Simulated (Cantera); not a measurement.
Feed: 1 mol SiH₄, 1.6 mol CO₂, 36 mol N₂, 13 mol NO, held at 1.40 mbar.

Equilibrium computed with Cantera from the NASA thermochemical tables; the gas is ideal and each condensed phase is pure. Candidate condensed phases: C, C₆H₆, C₇H₈, C₈H₁₈, H₂O, Si, SiC, SiO₂, Si₂N₂O, Si₃N₄; 151 gas species. The tables hold silica as quartz up to 1696 K and as liquid above; real silica turns to tridymite and cristobalite and melts near 1996 K. Kinetics and transport are ignored.

Over these rows the condensed part is SiO₂(condensed). Partial pressures as log10 of bar:

| T (K) | 1000/T (1/K) | log p SiO | log p N₂ | log p O₂ | log p H₂O | log p CO₂ |
|---|---|---|---|---|---|---|
| 1700 | 0.5882 | -9.30 | -2.93 | -3.91 | -4.26 | -4.36 |
| 1750 | 0.5714 | -8.62 | -2.93 | -3.91 | -4.27 | -4.36 |
| 1800 | 0.5556 | -7.97 | -2.93 | -3.91 | -4.27 | -4.36 |
| 1850 | 0.5405 | -7.36 | -2.93 | -3.92 | -4.28 | -4.37 |
| 1900 | 0.5263 | -6.78 | -2.93 | -3.92 | -4.28 | -4.38 |
| 1950 | 0.5128 | ? | -2.93 | -3.92 | -4.29 | -4.39 |

Problem. Fit log p(SiO) = a + b·(1000/T) to the five rows, give the apparent enthalpy, and predict the row at 1950 K.

Solution. Means: 1000/T = 0.5564, log p = -8.006. Sxy = -0.097562, Sxx = 0.0023957, so b = -40.72 and a = -8.006 − (-40.72)×0.5564 = 14.65.
Apparent enthalpy: −19.145 × (-40.72) = 780 kJ/mol. With the condensed phases at unit activity, SiO₂(condensed) = SiO(g) + 1/2 O₂(g) links this pressure to the main gases: over the six rows their terms move log p by +0.00 in all, so the slope is close to that reaction's ΔH°. The five rows lie within 0.01 of the line.
Prediction at 1950 K: 14.65 + (-40.72)×0.5128 = -6.23. The computed value is -6.24, 0.01 from the line.
